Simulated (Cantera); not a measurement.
# Silicon carbide growth: CH₃SiCl₃ + H₂

Charge: 1 mol CH₃SiCl₃, 22 mol H₂, at 2.10 mbar.

These are equilibrium values from Cantera (NASA tables, ideal gas, pure condensed phases), not measurements of a reactor. Candidate condensed phases: C, C₆H₆, C₇H₈, C₈H₁₈, Si, SiC; 109 gas species. The feed counts by its element totals alone. The tables' values for SiCl are old estimates; treat these amounts as uncertain. Gases not in the tables: Si₂H₆ and higher silanes. Equilibrium is a limit: real reactors are often held back by kinetics, nucleation or transport.

From 2248 K to 2523 K the condensed part is C(graphite). The main Si-bearing gas is Si throughout.

| T (K) | x H₂ | x H | x HCl | x Cl | x Si | x SiC₂ | x C₂H₂ (acetylene) | x SiCl₂ | n C(graphite) |
|---|---|---|---|---|---|---|---|---|---|
| 2248 | 0.725 | 0.136 | 0.0899 | 0.0123 | 0.0262 | 0.00301 | 0.00240 | 0.00194 | 0.657 |
| 2273 | 0.707 | 0.154 | 0.0880 | 0.0139 | 0.0266 | 0.00334 | 0.00267 | 0.00150 | 0.626 |
| 2298 | 0.688 | 0.173 | 0.0858 | 0.0156 | 0.0267 | 0.00366 | 0.00294 | 0.00115 | 0.591 |
| 2323 | 0.668 | 0.194 | 0.0833 | 0.0174 | 0.0267 | 0.00399 | 0.00323 | 0.000877 | 0.554 |
| 2348 | 0.647 | 0.217 | 0.0805 | 0.0193 | 0.0266 | 0.00431 | 0.00353 | 0.000663 | 0.514 |
| 2373 | 0.624 | 0.241 | 0.0773 | 0.0213 | 0.0263 | 0.00463 | 0.00384 | 0.000498 | 0.470 |
| 2398 | 0.600 | 0.266 | 0.0740 | 0.0234 | 0.0259 | 0.00493 | 0.00414 | 0.000371 | 0.424 |
| 2423 | 0.574 | 0.293 | 0.0704 | 0.0256 | 0.0254 | 0.00523 | 0.00444 | 0.000275 | 0.374 |
| 2448 | 0.548 | 0.321 | 0.0666 | 0.0278 | 0.0248 | 0.00551 | 0.00474 | 0.000203 | 0.321 |
| 2473 | 0.520 | 0.351 | 0.0627 | 0.0300 | 0.0241 | 0.00579 | 0.00501 | 0.000149 | 0.264 |
| 2498 | 0.492 | 0.381 | 0.0587 | 0.0322 | 0.0234 | 0.00605 | 0.00527 | 0.000109 | 0.203 |
| 2523 | 0.462 | 0.412 | 0.0547 | 0.0344 | 0.0227 | 0.00629 | 0.00551 | 7.93e-5 | 0.136 |
x: gas mole fraction; n: condensed amount in mol.
